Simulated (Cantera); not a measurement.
A perfectly stirred reactor is fed with C₃H₈ : H₂ = 1 : 1.6 (molar parts), at 0.530 bar; it is held at 1875 K, and followed from long to short residence time.

Cantera simulation using GRI-Mech 3.0 (53 species, 325 reactions); the numbers are that mechanism's predictions, not measurements. GRI-Mech 3.0 was tuned for natural gas; its chemistry of propane as a main component is partial and can be far from experiment. GRI-Mech 3.0 stops at C3 and has no aromatics, soot or wall deposition, so with more carbon than oxygen in the feed, carbon stays in small species such as C2H2 where larger ones or solid carbon would form.

**Question.** Predict: x(C₃H₈) at τ = 11.0 s; x(H₂) at τ = 11.0 s; x(C₂H) at τ = 11.0 s; x(CH₂) at τ = 11.0 s; x(CH₃) at τ = 11.0 s; x(C₃H₈) at τ = 17.0 ms; x(H₂) at τ = 17.0 ms; x(C₂H) at τ = 17.0 ms; x(CH₂) at τ = 17.0 ms; x(CH₃) at τ = 17.0 ms.

**Answer.** 
```
Item                       Value
----------------------  --------
x(C₃H₈) at τ = 11.0 s    8.40e-8
x(H₂) at τ = 11.0 s        0.726
x(C₂H) at τ = 11.0 s     3.35e-6
x(CH₂) at τ = 11.0 s     1.71e-7
x(CH₃) at τ = 11.0 s    0.000136
x(C₃H₈) at τ = 17.0 ms   5.20e-5
x(H₂) at τ = 17.0 ms       0.689
x(C₂H) at τ = 17.0 ms    3.95e-6
x(CH₂) at τ = 17.0 ms    1.68e-6
x(CH₃) at τ = 17.0 ms    0.00140
```
